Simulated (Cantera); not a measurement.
**Equilibrium for carbothermic reduction: CuO + C + N2**

Input: 1 mol CuO, 0.91 mol C, 0.11 mol N2, at 750 °C.

Cantera equilibrium calculation (NASA polynomials, part measured and part estimated; ideal gas, pure solids and liquids). Candidate condensed phases: C, Cu, CuO, Cu2O; 27 gas species. Kinetics and transport are ignored.

From 0.000100 bar to 0.130 bar the condensed part is Cu(s). From 0.560 bar to 10.0 bar the condensed part is C(graphite) + Cu(s).

```tsv
P (Pa)	x CO	x CO2	x N2	x Cu	n Cu(s)	n C(graphite)
10	0.804	0.0882	0.108	3.87e-7	1.00	0
42	0.804	0.0882	0.108	9.20e-8	1.00	0
180	0.804	0.0882	0.108	2.15e-8	1.00	0
750	0.804	0.0882	0.108	5.15e-9	1.00	0
3200	0.804	0.0882	0.108	1.21e-9	1.00	0
13000	0.804	0.0882	0.108	2.97e-10	1.00	0
56000	0.771	0.119	0.111	6.90e-11	1.00	0.0277
240000	0.582	0.290	0.128	1.61e-11	1.00	0.160
1000000	0.369	0.484	0.147	3.87e-12	1.00	0.272
```
x: gas mole fraction; n: condensed amount in mol.
